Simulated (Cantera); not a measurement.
# Reactions in the system Br-H

Cantera with NASA thermochemical tables; ideal gases at 1 bar, condensed phases pure. Values are per mole of reaction as written; species without (g) are pure solids or liquids, kept so even where they would boil at 1 bar.

2 HBr(g) = 2 H(g) + Br2(g)

```
T (K)  ΔH° (kJ)  ΔS° (J/K)  ΔG° (kJ)  log10 K
-----  --------  ---------  --------  -------
300       539.8       77.6     516.5   -89.94
2398      566.6      109.3     304.6    -6.63
2498      567.4      109.6     293.6    -6.14
2598      568.3      109.9     282.6    -5.68
2698      569.1      110.2     271.6    -5.26
2798      569.9      110.5     260.6    -4.86
```
